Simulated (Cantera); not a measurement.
Feed: 1 mol AlCl3, 16 mol O2, 210 mol N2, 4.4 mol HCl, equilibrated at 1275 K.

These are equilibrium values from Cantera (NASA tables, ideal gas, pure condensed phases), not measurements of a reactor. Candidate condensed phases: Al, AlCl3, AlN, Al2O3, H2O, NH4Cl; 45 gas species. Kinetics and transport are ignored.

log p: log10 of the partial pressure in bar; n: condensed amount in mol.

| P (Pa) | log p N2 | log p O2 | log p HCl | log p Cl | log p Cl2 | n Al2O3(s) |
|---|---|---|---|---|---|---|
| 10 | -4.04 | -5.19 | -5.74 | -5.88 | -7.75 | 0.500 |
| 28 | (withheld) | (withheld) | (withheld) | (withheld) | (withheld) | 0.500 |
| 77 | -3.16 | -4.30 | -4.84 | -5.06 | -6.11 | 0.500 |
| 220 | -2.70 | -3.84 | -4.39 | -4.69 | -5.37 | 0.500 |
| 600 | -2.27 | -3.41 | -3.95 | -4.37 | -4.73 | 0.500 |
| 1700 | -1.81 | -2.95 | -3.50 | -4.08 | -4.15 | 0.500 |
| 4600 | -1.38 | -2.52 | -3.07 | -3.82 | -3.63 | 0.500 |
| 13000 | (withheld) | (withheld) | (withheld) | (withheld) | (withheld) | 0.500 |
| 36000 | -0.49 | -1.63 | -2.19 | -3.32 | -2.64 | 0.500 |
| 100000 | -0.04 | -1.18 | -1.76 | -3.09 | -2.16 | 0.500 |

Q: Fill in the missing entries.

A: 
- 13000, log p N2: -0.93
- 13000, log p O2: -2.07
- 13000, log p HCl: -2.62
- 13000, log p Cl: -3.57
- 13000, log p Cl2: -3.12
- 28, log p N2: -3.60
- 28, log p O2: -4.74
- 28, log p HCl: -5.29
- 28, log p Cl: -5.46
- 28, log p Cl2: -6.90
